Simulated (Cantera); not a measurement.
Standard-state values (1 bar) from the NASA 1993 polynomials, evaluated with Cantera. Values are per mole of reaction as written; species without (g) are pure solids or liquids, kept so even where they would boil at 1 bar.

8 BN + 6 NO2(g) → 7 N2(g) + 4 B2O3(g), with ΔH° = -1541.6 kJ and ΔS° = 917.6 J/K at 300 K.

Q: How far is the shortcut ΔG° ≈ ΔH°(300 K) − T·ΔS°(300 K) from the full temperature-dependent value at 723, 823, 923, 1023, 1123, 1223, 1323, 1423, 1523 K?

A: 
| T (K) | shortcut (kJ) | full (kJ) | difference (kJ) | difference in log10 K |
|---|---|---|---|---|
| 723 | -2205.0 | -2214.9 | 9.9 | -0.71 |
| 823 | -2296.8 | -2308.9 | 12.1 | -0.77 |
| 923 | -2388.5 | -2402.3 | 13.8 | -0.78 |
| 1023 | -2480.3 | -2495.2 | 14.9 | -0.76 |
| 1123 | -2572.1 | -2587.5 | 15.4 | -0.72 |
| 1223 | -2663.8 | -2679.2 | 15.4 | -0.66 |
| 1323 | -2755.6 | -2770.3 | 14.7 | -0.58 |
| 1423 | -2847.4 | -2860.9 | 13.6 | -0.50 |
| 1523 | -2939.1 | -2951.0 | 11.9 | -0.41 |
The shortcut ignores the heat-capacity change of the reaction.
